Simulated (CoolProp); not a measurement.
A single-stage vapour-compression cycle with R245fa: evaporating at 298.15 K (dew point), condensing at 341.15 K (bubble point), superheat 5 K, subcooling 8 K, compressor efficiency 0.65, no pressure losses. Each further row changes one setting.

Model: reference Helmholtz-energy equation of state, Akasaka 2015, in CoolProp.

```tsv
case	cooling COP	pressure ratio	discharge temperature (K)	refrigerating effect (kJ/kg)	volumetric capacity (kJ/m³)
as stated	3.92	3.89	351.5	148	1230
evaporating temperature 303.15 K	4.62	(withheld)	(withheld)	152	1500
condensing temperature 336.15 K	4.57	(withheld)	(withheld)	155	1290
subcooling 13 K	4.11	3.89	351.5	155	1290
superheat 15 K	3.99	3.89	361.7	157	1260
compressor efficiency 0.55	3.32	3.89	358.0	148	1230
```

Problem. Complete the blanks.

Solution. 
- evaporating temperature 303.15 K, pressure ratio: 3.24
- evaporating temperature 303.15 K, discharge temperature (K): 350.5
- condensing temperature 336.15 K, pressure ratio: 3.39
- condensing temperature 336.15 K, discharge temperature (K): 346.4
